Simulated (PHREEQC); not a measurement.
PHREEQC input (ion-association model, wateq4f.dat):

```
SOLUTION_MASTER_SPECIES
  An  An-  0  An  62.0  # stands for a non-complexing anion
SOLUTION_SPECIES
  An- = An-
    -log_k 0
    -gamma 3.0 0
PHASES
  Fix_H+
    H+ = H+
    -log_k 0
SOLUTION 1
  temp 25
  units mmol/kgw
  pH 7 charge
  F 0.088
  Na 100.088
  An 100
END
SELECTED_OUTPUT 1
  -reset false
  -pH true
  -pe true
  -ionic_strength true
  -water true
  -totals F Na
  -molalities Hfo_wOH Hfo_wOH2+ Hfo_wO- Hfo_sOH Hfo_sOH2+ Hfo_sO- Hfo_wF Hfo_wOHF-
USER_PUNCH 1
  -headings sigma psi
  10 PUNCH EDL("sigma", "Hfo"), EDL("psi", "Hfo")
PRINT
  -reset false
USE solution 1
SURFACE 1
  Hfo_wOH 0.00021573 600 0.096
  Hfo_sOH 5.39326e-06
EQUILIBRIUM_PHASES 1
  Fix_H+ -4 HAn 10
    -force_equality true
  O2(g) -0.68 10
END
# ... the last block is repeated for the other 12 points of pH, with NaOH or the acid as the point needs
```

Selected output (columns that matter, 13 of 13 rows; pH added in front):

```
pH	mu	F	Na	m_Hfo_wOH	m_Hfo_wOH2+	m_Hfo_wO-	m_Hfo_sOH	m_Hfo_sOH2+	m_Hfo_sO-	m_Hfo_wF	m_Hfo_wOHF-	sigma	psi
4	0.10029	5.1934e-05	0.10009	1.7761e-05	0.00016186	4.465e-08	5.3317e-07	4.8587e-06	1.3403e-09	3.0842e-05	5.224e-06	0.27046	0.13785
4.67	0.10018	5.6835e-05	0.10009	4.6538e-05	0.00013767	3.6041e-07	1.3599e-06	4.0228e-06	1.0532e-08	2.0479e-05	1.0686e-05	0.21884	0.12713
5.33	0.10014	6.5815e-05	0.10009	8.6376e-05	0.00010555	1.6193e-06	2.4069e-06	2.9412e-06	4.5123e-08	9.8027e-06	1.2382e-05	0.15822	0.1108
6	0.10012	7.5444e-05	0.10009	0.00012461	7.3739e-05	4.824e-06	3.3078e-06	1.9574e-06	1.2805e-07	3.4797e-06	9.0763e-06	0.10331	0.08979
6.67	0.1001	8.2478e-05	0.10009	0.00014997	4.9921e-05	1.032e-05	3.8476e-06	1.2808e-06	2.6479e-07	9.7963e-07	4.5424e-06	0.060433	0.064936
7.33	0.10009	8.6059e-05	0.10009	0.00016153	3.5341e-05	1.6914e-05	4.075e-06	8.9155e-07	4.2669e-07	2.4092e-07	1.6997e-06	0.028801	0.036676
8	0.10009	8.7429e-05	0.10009	0.00016511	2.636e-05	2.3691e-05	4.1387e-06	6.6075e-07	5.9386e-07	5.3488e-08	5.1713e-07	0.0037162	0.0051361
8.67	0.1001	8.7841e-05	0.10011	0.00016442	1.9679e-05	3.147e-05	4.1136e-06	4.9235e-07	7.8734e-07	1.1442e-08	1.4755e-07	-0.020494	-0.027097
9.33	0.10013	8.7953e-05	0.10015	0.00015922	1.3527e-05	4.2935e-05	3.9814e-06	3.3825e-07	1.0736e-06	2.427e-09	4.4095e-08	-0.05057	-0.057334
10	0.10024	8.7986e-05	0.10027	0.00014558	7.7859e-06	6.2355e-05	3.6396e-06	1.9466e-07	1.559e-06	4.7451e-10	1.3694e-08	-0.093724	-0.085079
10.67	0.10074	8.7995e-05	0.10079	0.00011912	3.4913e-06	9.3111e-05	2.9781e-06	8.7285e-08	2.3278e-06	8.2973e-11	4.3697e-09	-0.1539	-0.10926
11.33	0.10296	8.7998e-05	0.10303	8.0218e-05	1.0967e-06	0.00013441	2.0055e-06	2.7419e-08	3.3604e-06	1.2192e-11	1.3763e-09	-0.22892	-0.12871
12	0.11344	8.7999e-05	0.11353	3.6896e-05	1.7455e-07	0.00017866	9.2239e-07	4.3638e-09	4.4665e-06	1.1844e-12	3.8624e-10	-0.30648	-0.14108
```
